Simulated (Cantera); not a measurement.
An isothermal, constant-pressure homogeneous reactor starts with NO : N2 = 1 : 4.3 (molar parts), at 1975 K and 128 Torr.

Detailed kinetics in Cantera: GRI-Mech 3.0 (53 species, 325 reactions).

### Question
Predict: x(NO) at 20.0 s; x(O) at 20.0 s; x(NO2) at 20.0 s; x(N2) at 20.0 s; x(O2) at 20.0 s.

### Answer
| Quantity | Result |
|---|---|
| x(NO) at 20.0 s | 0.0135 (gas-phase equilibrium 0.00507) |
| x(O) at 20.0 s | 0.000398 (gas-phase equilibrium 0.000407) |
| x(NO2) at 20.0 s | 6.43e-6 (gas-phase equilibrium 2.48e-6) |
| x(N2) at 20.0 s | 0.899 (gas-phase equilibrium 0.903) |
| x(O2) at 20.0 s | 0.0874 (gas-phase equilibrium 0.0916) |
